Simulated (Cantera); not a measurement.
Standard-state values (1 bar) from the NASA 1993 polynomials, evaluated with Cantera. Values are per mole of reaction as written; species without (g) are pure solids or liquids, kept so even where they would boil at 1 bar.

6 Br2(g) + 3 Ba(OH)2 ⇌ 3 BaBr2 + 2 O3(g) + 6 HBr(g)

| T (K) | ΔH° (kJ) | ΔS° (J/K) | ΔG° (kJ) | log10 K | condensed phases |
|---|---|---|---|---|---|
| 300 | 445.1 | 321.5 | 348.7 | -60.71 | Ba(OH)2(s), BaBr2(s) |
| 1550 | 425.7 | 239.1 | 55.2 | -1.86 | Ba(OH)2(l), BaBr2(l) |
| 1625 | (withheld) | (withheld) | (withheld) | (withheld) | Ba(OH)2(l), BaBr2(l) |
| 1700 | 424.7 | 238.5 | 19.4 | -0.59 | Ba(OH)2(l), BaBr2(l) |
| 1775 | 424.6 | 238.4 | 1.5 | -0.04 | Ba(OH)2(l), BaBr2(l) |
| 1850 | (withheld) | (withheld) | (withheld) | (withheld) | Ba(OH)2(l), BaBr2(l) |
| 1925 | (withheld) | (withheld) | (withheld) | (withheld) | Ba(OH)2(l), BaBr2(l) |
| 2000 | 425.8 | 239.0 | -52.2 | 1.36 | Ba(OH)2(l), BaBr2(l) |

Task: What belongs in the gaps?

Result: 
- 1625, ΔH° (kJ): 425.1
- 1625, ΔS° (J/K): 238.7
- 1625, ΔG° (kJ): 37.2
- 1625, log10 K: -1.20
- 1850, ΔH° (kJ): 424.8
- 1850, ΔS° (J/K): 238.5
- 1850, ΔG° (kJ): -16.4
- 1850, log10 K: 0.46
- 1925, ΔH° (kJ): 425.1
- 1925, ΔS° (J/K): 238.7
- 1925, ΔG° (kJ): -34.3
- 1925, log10 K: 0.93
